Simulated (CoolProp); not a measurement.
A Linde-Hampson liquefier for ethylene: isothermal reversible compression at 320 K from 1 atm to 10 MPa, throttling to 1 atm, return gas leaving the recuperator 0 K below the feed. Each further row changes one setting.

Computed with CoolProp (reference Helmholtz-energy equation of state, Smukala 2000).

```json
[
 {"case": "as stated", "liquid yield per pass": "?", "compression work (kJ/kg of gas)": "386"},
 {"case": "high pressure 20 MPa", "liquid yield per pass": "0.416", "compression work (kJ/kg of gas)": "418"},
 {"case": "warm-end temperature 350 K", "liquid yield per pass": "?", "compression work (kJ/kg of gas)": "?"},
 {"case": "warm-end gap 5 K", "liquid yield per pass": "?", "compression work (kJ/kg of gas)": "386"}
]
```

Problem. Fill in the missing entries.

Solution. 
- as stated, liquid yield per pass: 0.320
- warm-end temperature 350 K, liquid yield per pass: 0.200
- warm-end temperature 350 K, compression work (kJ/kg of gas): 440
- warm-end gap 5 K, liquid yield per pass: 0.312
